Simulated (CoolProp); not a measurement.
Aqueous ammonia as a coolant, 16 % by mass, freezing at -25.6 °C, 1 atm.

Computed with CoolProp (Melinder's fits for secondary coolants).

```csv
T (°C),density (kg/m³),conductivity (W/(m K)),viscosity (mPa s),cp (kJ/(kg K))
-19,948.0,0.431,4.47,4.259
-12.2,?,0.443,3.34,4.246
-5.4,?,0.454,?,?
1.4,943.0,0.466,2.07,4.224
8.2,940.7,0.477,1.69,4.215
15,938.2,0.488,1.40,4.207
21.8,935.4,0.500,?,?
28.5,932.4,0.513,0.973,4.198
```

Task: What belongs in the gaps?

Result: 
- -12.2, density (kg/m³): 946.6
- -5.4, density (kg/m³): 944.9
- -5.4, viscosity (mPa s): 2.59
- -5.4, cp (kJ/(kg K)): 4.234
- 21.8, viscosity (mPa s): 1.17
- 21.8, cp (kJ/(kg K)): 4.202
